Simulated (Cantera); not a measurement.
A perfectly stirred reactor is fed with N2O : O2 = 1 : 0.097 (molar parts), at 100.0 Torr; it is held at 1425 K, and followed from long to short residence time.

Cantera simulation using GRI-Mech 3.0 (53 species, 325 reactions); the numbers are that mechanism's predictions, not measurements. GRI-Mech 3.0 was tuned for natural gas; its chemistry of N2O as a main component is partial and can be far from experiment. The temperature is held fixed by assumption; the heat of reaction is taken as removed at once.

### Question
What does this change do: temperature 1425 to 1250 K?

### Answer
| quantity | before | after |
|---|---|---|
| x(N2O) at τ = 2.60 s | 0.0835 | 0.520 |
| x(O2) at τ = 2.60 s | 0.295 | 0.194 |
| x(NO) at τ = 2.60 s | 0.105 | 0.0333 |
| x(NO2) at τ = 2.60 s | 0.000126 | 4.76e-5 |
| x(N2) at τ = 2.60 s | 0.516 | 0.253 |
| x(N2O) at τ = 74.0 ms | 0.694 | 0.892 |
| x(O2) at τ = 74.0 ms | 0.141 | 0.0937 |
| x(NO) at τ = 74.0 ms | 0.0312 | 0.00168 |
| x(NO2) at τ = 74.0 ms | 3.08e-5 | 1.44e-6 |
| x(N2) at τ = 74.0 ms | 0.134 | 0.0125 |
The mechanism lacks the step 2 NO + O2 → 2 NO2, which can matter for NO2 below about 1400 K.

### Question
What does this change do: N2O 1 to 0.16 parts?

### Answer
| quantity | before | after |
|---|---|---|
| x(N2O) at τ = 2.60 s | 0.0835 | 0.0627 |
| x(O2) at τ = 2.60 s | 0.295 | 0.471 |
| x(NO) at τ = 2.60 s | 0.105 | 0.0789 |
| x(NO2) at τ = 2.60 s | 0.000126 | 0.000105 |
| x(N2) at τ = 2.60 s | 0.516 | 0.388 |
| x(N2O) at τ = 74.0 ms | 0.694 | 0.485 |
| x(O2) at τ = 74.0 ms | 0.141 | 0.399 |
| x(NO) at τ = 74.0 ms | 0.0312 | 0.0218 |
| x(NO2) at τ = 74.0 ms | 3.08e-5 | 2.47e-5 |
| x(N2) at τ = 74.0 ms | 0.134 | 0.0937 |

### Question
What does this change do: N2O 1 to 0.12 parts?

### Answer
```csv
quantity,before,after
x(N2O) at τ = 2.60 s,0.0835,0.0570
x(O2) at τ = 2.60 s,0.295,0.518
x(NO) at τ = 2.60 s,0.105,0.0718
x(NO2) at τ = 2.60 s,0.000126,9.83e-5
x(N2) at τ = 2.60 s,0.516,0.353
x(N2O) at τ = 74.0 ms,0.694,0.434
x(O2) at τ = 74.0 ms,0.141,0.463
x(NO) at τ = 74.0 ms,0.0312,0.0195
x(NO2) at τ = 74.0 ms,3.08e-5,2.28e-5
x(N2) at τ = 74.0 ms,0.134,0.0838
```
